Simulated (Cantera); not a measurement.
Input (Python, Cantera) and output of one run.

```python
import numpy as np
import cantera as ct

gas_names = """
    CL CLF CLF3 CL2 F F2 H HCL HF H2 H2F2 H3F3 H4F4 H5F5 H6F6 H7F7 N NF NF2 NF3 NH NH2 NH3 N2 N2H2 N2H4
    Na NaCL NaF NaH Na2 Na2CL2 Na2F2
""".split()
cond_names = """
    NH4CL(a) NH4CL(b) Na(cr) Na(L) NaCL(s) NaCL(L) NaF(s) NaF(L)
""".split()


# ... load() reads the species with a 1 bar reference pressure and builds the phases ...
atoms = {
    'NaCl': {'Na': 1, 'CL': 1},
    'HF': {'H': 1, 'F': 1},
    'N2': {'N': 2},
}
top_T = {}  # K; cautious upper limits of use, not melting points


# ... equilibrate(T, P, feed) seeds the gas with the atoms and calls Mixture.equilibrate('TP', solver="vcs", rtol=1e-11, max_steps=5000) ...
results = []
feed = {'NaCl': 1, 'HF': 0.59, 'N2': 5.1}  # mol
P = 133.322  # Pa
for T in [1298, 1348, 1398, 1448, 1498, 1548, 1598, 1648, 1698, 1748, 1798, 1848, 1898, 1948]:
    mix = equilibrate(T, P, feed)
    results.append((T, P, feed, dict(zip(mix.species_names, mix.species_moles))))

top = {s: max(r[3][s] / sum(r[3][g] for g in gas_names) for r in results) for s in gas_names}
cols = sorted((s for s in top if top[s] > 0.001), key=lambda s: -top[s])[:9]
seen = [c for c in cond_names if any(r[3].get(c, 0) > 1e-12 for r in results)]
print("log10 of partial pressures in bar; condensed amounts in mol")
print(f"{'T/K':>10s}" + "".join(f"{s[:9]:>10s}" for s in cols + seen))
for T, P, feed, n in results:
    ng = sum(n[g] for g in gas_names)
    print(f"{T:10.4g}" + "".join(f"{np.log10(max(n[s] / ng * P / 1e5, 1e-99)):10.3f}" for s in cols)
          + "".join(f"{n.get(c, 0):10.4g}" for c in seen))
```

It prints:

```
log10 of partial pressures in bar; condensed amounts in mol
       T/K        N2      NaCL        HF       NaF       HCL        CL        Na
      1298    -2.993    -3.717    -3.951    -5.253    -5.248    -7.382    -7.951
      1348    -2.993    -3.717    -3.954    -5.198    -5.198    -7.116    -7.595
      1398    -2.993    -3.718    -3.957    -5.149    -5.152    -6.866    -7.269
      1448    -2.993    -3.719    -3.960    -5.103    -5.110    -6.631    -6.969
      1498    -2.993    -3.721    -3.963    -5.061    -5.070    -6.408    -6.692
      1548    -2.993    -3.723    -3.966    -5.022    -5.034    -6.198    -6.435
      1598    -2.993    -3.726    -3.970    -4.985    -5.001    -5.998    -6.198
      1648    -2.993    -3.729    -3.974    -4.951    -4.970    -5.808    -5.977
      1698    -2.994    -3.732    -3.977    -4.918    -4.943    -5.627    -5.772
      1748    -2.994    -3.737    -3.981    -4.888    -4.918    -5.456    -5.581
      1798    -2.994    -3.743    -3.986    -4.860    -4.897    -5.293    -5.402
      1848    -2.995    -3.750    -3.990    -4.833    -4.878    -5.139    -5.236
      1898    -2.996    -3.760    -3.995    -4.808    -4.863    -4.993    -5.080
      1948    -2.997    -3.771    -4.000    -4.785    -4.852    -4.854    -4.935
```

Cantera equilibrium calculation (NASA polynomials, part measured and part estimated; ideal gas, pure solids and liquids).
